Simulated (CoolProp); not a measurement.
Properties of R141b along the isobar 2230 kPa.

Computed with CoolProp (reference Helmholtz-energy equation of state, Lemmon 2006). It is a short technical equation, of lower accuracy than the large ones.

| T (°C) | phase | Joule-Thomson coefficient (K/MPa) | isothermal compressibility (1/MPa) | expansivity (1/kK) | conductivity (mW/(m K)) | Prandtl number | fugacity coefficient |
|---|---|---|---|---|---|---|---|
| 109.15 | liquid | -0.05635 | 0.004931 | 2.412 | 70.3 | 3.33 | 0.3366 |
| 120.95 | liquid | 0.04092 | (withheld) | 2.681 | 67.7 | 3.18 | 0.4155 |
| 132.65 | liquid | 0.1695 | 0.007795 | 3.042 | 65.2 | 3.04 | 0.5029 |
| 144.45 | liquid | 0.3524 | 0.01043 | 3.566 | 62.7 | 2.91 | 0.5998 |
| 156.25 | liquid | 0.6353 | 0.01505 | 4.410 | 60.2 | 2.81 | 0.7042 |
| 168.05 | gas | (withheld) | 0.7542 | 7.962 | 26.1 | 0.754 | 0.7745 |
| 179.75 | gas | 15.81 | 0.6748 | 6.245 | 26.6 | 0.694 | 0.7946 |
| 191.55 | gas | 13.80 | 0.6274 | 5.232 | 27.5 | 0.655 | 0.8123 |
| 203.35 | gas | 12.28 | 0.5958 | 4.558 | 28.6 | 0.627 | 0.8279 |
| 215.05 | gas | 11.07 | 0.5730 | 4.075 | 29.7 | (withheld) | 0.8417 |
| 226.85 | gas | 10.07 | 0.5555 | 3.704 | 31.0 | 0.585 | (withheld) |

Question: What belongs in the gaps?

Answer: 
- 120.95, isothermal compressibility (1/MPa): 0.006110
- 168.05, Joule-Thomson coefficient (K/MPa): 18.58
- 215.05, Prandtl number: 0.604
- 226.85, fugacity coefficient: 0.8542

Viscosity comes from a separate model (Huber 2003), an estimate that may be off by 10 % or more. Thermal conductivity comes from a separate model (Huber 2003), an estimate that may be off by 10 % or more.
